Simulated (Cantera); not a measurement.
Catalytic combustion on Pt

An isothermal plug-flow reactor at 1025 K and 1.01 bar (inlet), inlet velocity 0.035 m/s, active area per volume 490 1/m; feed 0.505 % CH4, 4.57 % O2, 94.9 % N2.

Model: Deutschmann's 1995 Pt surface mechanism with GRI-Mech 3.0 gas chemistry, integrated in Cantera. Catalytic surfaces can have several steady states; this one follows from the mechanism file's or the stated starting coverage. Mass transfer to the wall is taken as infinitely fast.

```csv
z (m),x CH4,x O2,x H2O,x CO2,x CO,θ free Pt,θ O*,θ OH*
0.0001,0.00412,0.0438,0.00186,0.000927,2.67e-6,0.272,0.727,0.000812
0.00019,0.00342,0.0424,0.00326,0.00162,2.23e-6,0.273,0.725,0.00107
0.00033,0.00255,0.0407,0.00499,0.00249,1.67e-6,0.275,0.723,0.00132
0.00059,0.00146,0.0385,0.00716,0.00357,9.64e-7,0.278,0.721,0.00158
0.001,0.000593,0.0368,0.00887,0.00443,3.98e-7,0.280,0.719,0.00176
0.0019,7.97e-5,0.0358,0.00989,0.00494,5.98e-8,0.281,0.717,0.00186
0.0033,3.45e-6,0.0356,0.0100,0.00501,7.34e-9,0.281,0.717,0.00187
0.0059,1.01e-8,0.0356,0.0101,0.00502,2.40e-9,0.281,0.717,0.00187
0.01,2.80e-11,0.0356,0.0101,0.00502,1.43e-9,0.281,0.717,0.00187
```
x: gas mole fraction; θ: surface coverage.
